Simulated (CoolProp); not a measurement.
Nitrogen along the isobar 50.3 bar: fugacity coefficient from the reference equation and from simpler models built on Tc = -147.0 °C, pc = 33.96 bar, ω = 0.037; each cubic takes its own stable root.

Values from CoolProp's reference Helmholtz-energy equation of state, Span 2000.

```csv
T (°C),phase,reference
-168.55,liquid,0.2084
-162.45,liquid,0.2803
-156.45,liquid,0.3595
-150.35,liquid,0.4457
-144.35,supercritical,0.5314
-138.25,supercritical,0.6106
-132.25,supercritical,0.6683
-126.15,supercritical,0.7126
-120.15,supercritical,0.7481
-114.05,supercritical,0.7786
-108.05,supercritical,0.8042
-101.95,supercritical,0.8268
```

How far does each simpler model (van der Waals, Redlich-Kwong, Soave-Redlich-Kwong, Peng-Robinson) lie from the reference over these 12 states: mean and median of the absolute difference, and the worst?


- van der Waals: mean 10.3 %, median 2.3 %, worst +46.3 % at -168.55 °C and 50.3 bar
- Redlich-Kwong: mean 1.1 %, median 1.0 %, worst +2.1 % at -162.45 °C and 50.3 bar
- Soave-Redlich-Kwong: mean 0.6 %, median 0.3 %, worst +1.6 % at -162.45 °C and 50.3 bar
- Peng-Robinson: mean 3.7 %, median 3.8 %, worst -4.6 % at -132.25 °C and 50.3 bar
